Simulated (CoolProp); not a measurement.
Vapour-liquid equilibrium of acetone (1) + n-dodecane (2) at 437.6 K; x and y are mole fractions of (1).

Computed with CoolProp (multi-fluid Helmholtz-energy mixture model, Lemmon 2006 and Lemmon 2004; pair parameters Bell 2016).

```csv
x,"bubble pressure, mixture model (MPa)","bubble pressure, Raoult's law (MPa)","y, mixture model","y, Raoult's law"
0.05,0.09129,0.09843,0.734,0.763
0.125,0.2169,0.2093,0.890,0.898
0.2,0.3584,0.3202,0.934,0.939
0.275,0.4998,0.4311,0.953,0.959
0.35,0.6293,0.5419,0.963,0.971
0.425,0.7415,0.6528,0.969,0.978
0.5,0.8370,0.7637,0.974,0.984
0.575,0.9207,0.8746,0.977,0.988
0.65,0.9995,0.9855,0.980,0.991
0.725,1.081,1.096,0.983,0.994
0.8,1.172,1.207,0.986,0.996
0.875,1.279,1.318,0.991,0.998
0.95,1.407,1.429,0.996,0.999
```

The largest gap from Raoult's law is +16.1 % in bubble pressure, at x = 0.35. No azeotrope shows between x = 0.05 and 0.95.

Pair parameters are fitted to limited data, so mixtures are less certain than the pure fluids. The gap from Raoult's law changes sign with composition, which may be real or a fault of the pair parameters; it wasn't checked against measurements.
